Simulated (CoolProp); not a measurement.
Ethane at several states: Z from the reference equation and from simpler models built on Tc = 305.3 K, pc = 4.872 MPa, ω = 0.099; each cubic takes its own stable root.

The numbers come from the reference Helmholtz-energy equation of state, Bücker 2006 in CoolProp.

```
T (K)  p (MPa)   phase  reference  van der Waals  Redlich-Kwong  Soave-Redlich-Kwong
-----  -------  ------  ---------  -------------  -------------  -------------------
197.5     1.14  liquid    0.03951        0.06049        0.04135              0.04110
322.9    0.526     gas     0.9688         0.9714         0.9682               0.9685
268.5     8.88  liquid     0.2732         0.3943         0.2947               0.2917
478.3   0.0234     gas     0.9997         0.9996         0.9996               0.9997
326       2.09     gas     0.8718         0.8802         0.8696               0.8715
126.2     7.88  liquid     0.3666         0.5625         0.3807               0.3824
```
